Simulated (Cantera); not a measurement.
A diamond (100) surface in a fixed gas of H2 with x(CH4) = 0.0039, x(H) = 0.00024, x(CH3) = 0.00034, at 1375 K; coverages are run to steady state.

Detailed kinetics in Cantera: the Harris–Goodwin 1993 mechanism for the reconstructed diamond (100) surface.

θ: site fractions in the mechanism's names (c6HH fully hydrogenated, c6H* and c6*H radical sites, c6** diradical, c6HM methylated).

```
P (Pa)  growth (µm/h)  θ c6HH  θ c6H*  θ c6*H   θ c6**    θ c6HM
------  -------------  ------  ------  ------  -------  --------
330          0.000853   0.551  0.0418   0.397   0.0105   6.08e-6
590                 ?   0.556  0.0413   0.392   0.0103         ?
1100          0.00879   0.559  0.0411   0.390   0.0102   2.01e-5
1900           0.0249   0.560  0.0409   0.388   0.0101   3.48e-5
3500           0.0775   0.561  0.0408   0.388  0.00999   6.46e-5
6300            0.220   0.561  0.0407   0.387  0.00989  0.000118
11000               ?   0.561  0.0407   0.386  0.00978         ?
21000            1.52   0.561  0.0406   0.386  0.00965  0.000408
```

Q: Some entries are withheld; supply them.

A: 
- 590, growth (µm/h): 0.00264
- 590, θ c6HM: 1.08e-5
- 11000, growth (µm/h): 0.558
- 11000, θ c6HM: 0.000209
